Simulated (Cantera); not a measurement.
A perfectly stirred reactor is fed with CH₃OH : O₂ : N₂ : H₂O = 1 : 2.38 : 8.95 : 0.7 (molar parts), equivalence ratio 0.63, at 101000 Pa; it is adiabatic with a 723 K inlet, and is followed from long to short residence time, starting on the burning branch (τ in s: 0.22, 0.098, 0.044, 0.019, 0.0086, 0.0038, 0.0017, 0.00075, 0.00033, 0.00015, 6.5e-05, 2.9e-05).

Model: GRI-Mech 3.0 (53 species, 325 reactions), integrated in Cantera. GRI-Mech 3.0 was tuned for natural gas; its chemistry of methanol as a main component is partial and can be far from experiment.

x: mole fraction; the columns are a selection and need not sum to one.

```csv
τ (s),T (K),x CH₃OH,x O₂,x H₂O,x NO,x CH₄
0.22,2007,7.55e-7,0.0645,0.198,0.000294,1.38e-8
0.098,2005,1.53e-6,0.0646,0.198,0.000161,2.24e-8
0.044,1999,[?],0.0647,0.197,[?],[?]
0.019,1990,5.32e-6,0.0648,0.196,6.23e-5,3.91e-8
0.0086,1975,9.13e-6,0.0651,0.195,4.18e-5,5.06e-8
0.0038,1953,1.57e-5,0.0656,0.194,2.72e-5,7.87e-8
0.0017,1922,2.72e-5,0.0665,0.192,1.74e-5,1.52e-7
0.00075,1880,4.92e-5,0.0680,0.189,1.11e-5,3.64e-7
0.00033,1826,9.71e-5,0.0705,0.186,6.86e-6,1.03e-6
0.00015,1759,0.000223,0.0750,0.184,3.51e-6,3.29e-6
6.5e-5,723,0.0767,0.183,0.0537,<1e-12,<1e-12
2.9e-5,723,0.0767,0.183,0.0537,<1e-12,<1e-12
```

Question: Fill in the missing entries.

Answer: 
- 0.044, x CH₃OH: 2.89e-6
- 0.044, x NO: 9.76e-5
- 0.044, x CH₄: 3.10e-8
